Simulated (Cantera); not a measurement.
An adiabatic, constant-pressure homogeneous reactor starts with H₂ : O₂ : N₂ = 1 : 0.633 : 2.38 (molar parts), equivalence ratio 0.79, at 1725 K and 2330 Torr. Integrator tolerance rtol = 1e-08.

Computed with Cantera and GRI-Mech 3.0 (53 species, 325 reactions). The hydrogen kinetics of GRI-Mech 3.0 are dated; newer H2 mechanisms differ, most at raised pressure.

Task: What does this change do: initial temperature 1725 to 1648 K?

Result: 
```csv
quantity,before,after
time of steepest temperature rise,2.32 µs,2.82 µs
temperature at 5.00 s,2943 K,2913 K
equilibrium temperature,2943 K,2913 K
x(H₂) at 5.00 s,0.0265 (gas-phase equilibrium 0.0265),0.0244 (gas-phase equilibrium 0.0244)
x(O₂) at 5.00 s,0.0319 (gas-phase equilibrium 0.0319),0.0319 (gas-phase equilibrium 0.0319)
x(NO) at 5.00 s,0.0158 (gas-phase equilibrium 0.0158),0.0152 (gas-phase equilibrium 0.0152)
x(H) at 5.00 s,0.0123 (gas-phase equilibrium 0.0123),0.0107 (gas-phase equilibrium 0.0107)
x(H₂O₂) at 5.00 s,1.12e-6 (gas-phase equilibrium 1.12e-6),1.09e-6 (gas-phase equilibrium 1.09e-6)
x(H₂O) at 5.00 s,0.225 (gas-phase equilibrium 0.225),0.230 (gas-phase equilibrium 0.230)
```

Task: What does this change do: 0.14 parts H2O added?

Result: 
```csv
quantity,before,after
time of steepest temperature rise,2.32 µs,2.41 µs
temperature at 5.00 s,2943 K,2901 K
equilibrium temperature,2943 K,2901 K
x(H₂) at 5.00 s,0.0265 (gas-phase equilibrium 0.0265),0.0260 (gas-phase equilibrium 0.0260)
x(O₂) at 5.00 s,0.0319 (gas-phase equilibrium 0.0319),0.0315 (gas-phase equilibrium 0.0315)
x(NO) at 5.00 s,0.0158 (gas-phase equilibrium 0.0158),0.0146 (gas-phase equilibrium 0.0146)
x(H) at 5.00 s,0.0123 (gas-phase equilibrium 0.0123),0.0106 (gas-phase equilibrium 0.0106)
x(H₂O₂) at 5.00 s,1.12e-6 (gas-phase equilibrium 1.12e-6),1.18e-6 (gas-phase equilibrium 1.18e-6)
x(H₂O) at 5.00 s,0.225 (gas-phase equilibrium 0.225),0.255 (gas-phase equilibrium 0.255)
```

Task: What does this change do: pressure from 2330 Torr to 1950 Torr?

Result: 
```json
[
 {"quantity": "time of steepest temperature rise", "before": "2.32 µs", "after": "2.76 µs"},
 {"quantity": "temperature at 5.00 s", "before": "2943 K", "after": "2928 K"},
 {"quantity": "equilibrium temperature", "before": "2943 K", "after": "2928 K"},
 {"quantity": "x(H₂) at 5.00 s", "before": "0.0265 (gas-phase equilibrium 0.0265)", "after": "0.0272 (gas-phase equilibrium 0.0272)"},
 {"quantity": "x(O₂) at 5.00 s", "before": "0.0319 (gas-phase equilibrium 0.0319)", "after": "0.0322 (gas-phase equilibrium 0.0322)"},
 {"quantity": "x(NO) at 5.00 s", "before": "0.0158 (gas-phase equilibrium 0.0158)", "after": "0.0155 (gas-phase equilibrium 0.0155)"},
 {"quantity": "x(H) at 5.00 s", "before": "0.0123 (gas-phase equilibrium 0.0123)", "after": "0.0130 (gas-phase equilibrium 0.0130)"},
 {"quantity": "x(H₂O₂) at 5.00 s", "before": "1.12e-6 (gas-phase equilibrium 1.12e-6)", "after": "1.01e-6 (gas-phase equilibrium 1.01e-6)"},
 {"quantity": "x(H₂O) at 5.00 s", "before": "0.225 (gas-phase equilibrium 0.225)", "after": "0.224 (gas-phase equilibrium 0.224)"}
]
```
